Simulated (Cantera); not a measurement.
Input: 1 mol CF₄, 2.5 mol F₂, held at 2.10 mbar.

Cantera equilibrium calculation (NASA polynomials, part measured and part estimated; ideal gas, pure solids and liquids). Candidate condensed phases: C; 13 gas species. Condensed phases not in the tables: fluorocarbon polymer. Gases not in the tables: C₂F₆ and larger saturated fluorocarbons. Rates play no part. All values below are at 823 K.

Base state: F₂ 0.551, CF₄ 0.259, F 0.190 (mole fractions); condensed: gas only.

**Question.** What changes in the equilibrium state with this change: pressure from 2.10 mbar to 13.3 mbar?

**Answer.** 
| species | before | after |
|---|---|---|
| F₂ | 0.551 | 0.644 |
| CF₄ | 0.259 | 0.274 |
| F | 0.190 | 0.0815 |
